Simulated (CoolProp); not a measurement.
R113 along the isotherm 500 K: Z from the reference equation and from simpler models built on Tc = 487.2 K, pc = 33.92 bar, ω = 0.253; each cubic takes its own stable root.

The numbers come from the reference Helmholtz-energy equation of state, Marx 1992 in CoolProp.

```json
[
 {"p (bar)": "1.07", "phase": "gas", "reference": "0.9902", "van der Waals": "0.9911", "Redlich-Kwong": "0.9900"},
 {"p (bar)": "1.91", "phase": "gas", "reference": "0.9824", "van der Waals": "0.9841", "Redlich-Kwong": "0.9820"},
 {"p (bar)": "3.39", "phase": "gas", "reference": "0.9685", "van der Waals": "0.9715", "Redlich-Kwong": "0.9678"},
 {"p (bar)": "6.03", "phase": "gas", "reference": "0.9430", "van der Waals": "0.9483", "Redlich-Kwong": "0.9418"},
 {"p (bar)": "10.7", "phase": "gas", "reference": "0.8955", "van der Waals": "0.9047", "Redlich-Kwong": "0.8934"},
 {"p (bar)": "19.1", "phase": "gas", "reference": "0.7993", "van der Waals": "0.8152", "Redlich-Kwong": "0.7961"},
 {"p (bar)": "33.9", "phase": "gas", "reference": "0.5554", "van der Waals": "0.5680", "Redlich-Kwong": "0.5500"},
 {"p (bar)": "60.3", "phase": "supercritical", "reference": "0.2948", "van der Waals": "0.4000", "Redlich-Kwong": "0.3386"},
 {"p (bar)": "107", "phase": "supercritical", "reference": "0.4550", "van der Waals": "0.6140", "Redlich-Kwong": "0.4974"},
 {"p (bar)": "191", "phase": "supercritical", "reference": "0.7381", "van der Waals": "0.9878", "Redlich-Kwong": "0.7765"},
 {"p (bar)": "339", "phase": "supercritical", "reference": "1.206", "van der Waals": "1.610", "Redlich-Kwong": "1.234"}
]
```
